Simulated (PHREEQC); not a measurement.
**Nickel, zinc or cadmium bath: speciation**

Solution (25 °C): 0.0055 mol/kgw CdSO4, 0.0034 mol/kgw Na2SO4 and 0.0016 mol/kgw HCl. Closed to the air; pH follows from the charge balance.

The numbers come from PHREEQC with the ion-association model, phreeqc.dat.

No solid was allowed to form.

Task: Predict the pH.

Result: pH 2.98.

Task: In which forms is S present?

Result: SO4-2 71 %, CdSO4 20 %, HSO4- 4.6 %, Cd(SO4)2-2 2.9 %, NaSO4- 1.3 % of the S.
